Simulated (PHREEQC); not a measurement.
## Copper plating or etch bath (model solution)

A solution holds 0.008 mol/kgw Cu(BF4)2, 0.019 mol/kgw H2SO4 and 7.2e-05 mol/kgw NaCl, at 25 °C. Closed to the air; pH follows from the charge balance.

All values are PHREEQC results (ion-association model, phreeqc.dat), not measurements.

Each row changes one thing in this solution. Precipitation was switched off in this run.

| case | pH | ionic strength (mol/kgw) | BF4- (mol/kgw) | HSO4- (mol/kgw) | HF (mol/kgw) | SO4-2 (mol/kgw) | SI of Halite (NaCl) |
|---|---|---|---|---|---|---|---|
| as made | 1.64 | 0.0527 | 0.0135 | 0.00944 | 0.00771 | 0.00758 | -10.04 |
| temperature from 25 to 30 °C | 1.65 | 0.0519 | 0.0133 | 0.00983 | 0.00832 | 0.00721 | -10.05 |
| diluted 100-fold with water | 3.26 | 0.000981 | 7.19e-8 | 8.62e-6 | 0.000282 | 0.000179 | -13.89 |
| temperature from 25 to 55 °C | 1.70 | … | 0.0122 | 0.0119 | 0.0123 | 0.00538 | -10.08 |
| temperature from 25 to 70 °C | 1.74 | 0.0454 | 0.0114 | 0.0131 | 0.0155 | 0.00436 | -10.10 |
| temperature from 25 to 10 °C | 1.61 | 0.0551 | 0.0139 | 0.00836 | 0.00616 | 0.00861 | -10.03 |
| temperature from 25 to 35 °C | 1.66 | … | 0.0131 | 0.0102 | 0.00898 | 0.00685 | -10.05 |
| 0.016 mol/kgw LiOH added | 1.91 | 0.0571 | 0.0136 | 0.00646 | 0.00679 | 0.00991 | -10.05 |

### Question
Complete the blanks.

### Answer

- temperature from 25 to 55 °C, ionic strength (mol/kgw): 0.0478
- temperature from 25 to 35 °C, ionic strength (mol/kgw): 0.0511

Complexes and solids missing from the database can't appear. Away from 25 °C the constants follow the database's enthalpies or fits; those with neither stay at their 25 °C values. Real BF4- forms and hydrolyses slowly; the run takes it at equilibrium.
